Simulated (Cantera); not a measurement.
Low-pressure radical oxidation in H2/O2

An isothermal, constant-pressure homogeneous reactor starts with 3.66 % H2, 96.3 % O2, at 1075 K and 0.00990 bar.

Computed with Cantera and GRI-Mech 3.0 (53 species, 325 reactions). Radical loss at walls, strong at low pressure, is not modelled. The temperature is held fixed by assumption; the heat of reaction is taken as removed at once.

```csv
t (s),x H2,x O2,x O,x OH,x H2O2,x HO2,x H2O
8.00e-5,0.0366,0.963,3.92e-11,3.53e-11,<1e-12,1.37e-10,6.77e-12
0.000277,0.0366,0.963,3.54e-10,2.59e-10,<1e-12,4.76e-10,1.85e-10
0.000961,0.0366,0.963,4.98e-9,2.89e-9,<1e-12,1.68e-9,5.69e-9
0.00333,0.0366,0.963,2.54e-6,1.42e-6,1.10e-11,2.43e-8,3.64e-6
0.0115,0.000886,0.938,0.0208,0.00205,7.23e-8,3.42e-6,0.0316
0.0400,0.000311,0.948,0.0135,0.00129,5.01e-8,2.79e-6,0.0347
0.139,8.81e-5,0.959,0.00376,0.000684,5.03e-8,1.80e-6,0.0366
0.480,1.09e-5,0.962,0.000475,0.000243,3.62e-8,6.32e-7,0.0371
1.67,1.10e-6,0.963,4.93e-5,7.85e-5,1.57e-8,1.31e-7,0.0372
5.77,1.39e-7,0.963,6.40e-6,2.84e-5,4.88e-9,2.35e-8,0.0373
20.0,2.38e-8,0.963,1.12e-6,1.19e-5,1.35e-9,4.87e-9,0.0373
```
x: mole fraction; the columns are a selection and need not sum to one.

Equilibrium at this temperature and pressure: H2 2.69e-10, O2 0.963, O 1.30e-8, OH 1.28e-6, H2O2 2.51e-11, HO2 1.72e-9, H2O 0.0373 (gas phase only).
